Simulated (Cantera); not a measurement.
An adiabatic, constant-pressure homogeneous reactor starts with 24.4 % CO, 7.57 % H2, 14.3 % O2, 53.7 % N2, equivalence ratio 1.1, at 1125 K and 210000 Pa.

Detailed kinetics in Cantera: GRI-Mech 3.0 (53 species, 325 reactions). The hydrogen kinetics of GRI-Mech 3.0 are dated; newer H2 mechanisms differ, most at raised pressure.

x: mole fraction; the columns are a selection and need not sum to one.

```json
[
 {"t (s)": "1.00e-5", "T (K)": "1125", "x CO": "0.244", "x H2": "0.0757", "x O2": "0.143", "x NO": "<1e-12", "x CO2": "3.75e-8"},
 {"t (s)": "2.26e-5", "T (K)": "1125", "x CO": "0.244", "x H2": "0.0757", "x O2": "0.143", "x NO": "<1e-12", "x CO2": "6.85e-7"},
 {"t (s)": "5.09e-5", "T (K)": "1133", "x CO": "0.244", "x H2": "0.0743", "x O2": "0.142", "x NO": "2.65e-10", "x CO2": "0.000506"},
 {"t (s)": "0.000115", "T (K)": "2379", "x CO": "0.122", "x H2": "0.00860", "x O2": "0.0392", "x NO": "0.000142", "x CO2": "0.144"},
 {"t (s)": "0.000259", "T (K)": "2683", "x CO": "0.0991", "x H2": "?", "x O2": "?", "x NO": "?", "x CO2": "0.174"},
 {"t (s)": "0.000585", "T (K)": "2738", "x CO": "0.0937", "x H2": "0.00548", "x O2": "0.0246", "x NO": "0.00261", "x CO2": "0.180"},
 {"t (s)": "0.00132", "T (K)": "2735", "x CO": "0.0938", "x H2": "0.00550", "x O2": "0.0234", "x NO": "0.00558", "x CO2": "0.180"},
 {"t (s)": "0.00298", "T (K)": "2730", "x CO": "0.0940", "x H2": "0.00554", "x O2": "0.0222", "x NO": "0.00842", "x CO2": "0.180"},
 {"t (s)": "0.00672", "T (K)": "2728", "x CO": "0.0940", "x H2": "0.00555", "x O2": "0.0219", "x NO": "0.00933", "x CO2": "0.180"},
 {"t (s)": "0.0152", "T (K)": "2728", "x CO": "0.0940", "x H2": "0.00555", "x O2": "0.0219", "x NO": "0.00936", "x CO2": "0.180"},
 {"t (s)": "0.0342", "T (K)": "2728", "x CO": "0.0940", "x H2": "0.00555", "x O2": "0.0219", "x NO": "0.00936", "x CO2": "0.180"},
 {"t (s)": "0.0772", "T (K)": "2728", "x CO": "0.0940", "x H2": "0.00555", "x O2": "0.0219", "x NO": "0.00936", "x CO2": "0.180"},
 {"t (s)": "0.174", "T (K)": "2728", "x CO": "0.0940", "x H2": "0.00555", "x O2": "0.0219", "x NO": "0.00936", "x CO2": "0.180"},
 {"t (s)": "0.393", "T (K)": "2728", "x CO": "0.0940", "x H2": "0.00555", "x O2": "0.0219", "x NO": "0.00936", "x CO2": "0.180"},
 {"t (s)": "0.886", "T (K)": "2728", "x CO": "0.0940", "x H2": "0.00555", "x O2": "0.0219", "x NO": "0.00936", "x CO2": "0.180"},
 {"t (s)": "2.00", "T (K)": "2728", "x CO": "0.0940", "x H2": "0.00555", "x O2": "0.0219", "x NO": "0.00936", "x CO2": "0.180"}
]
```

Question: Some entries are withheld; supply them.

Answer: 
- 0.000259, x H2: 0.00596
- 0.000259, x O2: 0.0280
- 0.000259, x NO: 0.000832
